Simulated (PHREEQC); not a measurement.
1 kg of water holding 0.011 mol Na2SO4 and 0.6 mol MgSO4 is evaporated at 20 °C; the solids stay in contact with the brine. No CO2 enters from the air. Only these solids could form: Bloedite, Brucite, Epsomite, Hexahydrite, Kieserite, Mirabilite, Thenardite.

The numbers come from PHREEQC with the Pitzer model, pitzer.dat.

```tsv
water left (kg)	ionic strength	water activity	Epsomite (mol)	Na in solution (mol/kgw)
1	2.43	0.988	0	0.0220
0.8219	2.96	0.986	0	0.0268
0.6755	3.60	0.983	0	0.0326
0.5552	4.38	0.979	0	0.0396
0.4563	5.33	0.973	0	0.0482
0.375	6.49	0.965	0	0.0587
0.3082	7.89	0.953	0	0.0714
0.2533	9.60	0.935	0	0.0868
0.205	11.4	0.912	0.0252	0.107
0.1476	11.4	0.911	0.187	0.149
0.1003	11.5	0.909	0.320	0.219
0.06147	11.6	0.905	0.429	0.358
0.02954	12.1	0.896	0.519	0.745
```

Epsomite from water left = 0.205 kg.
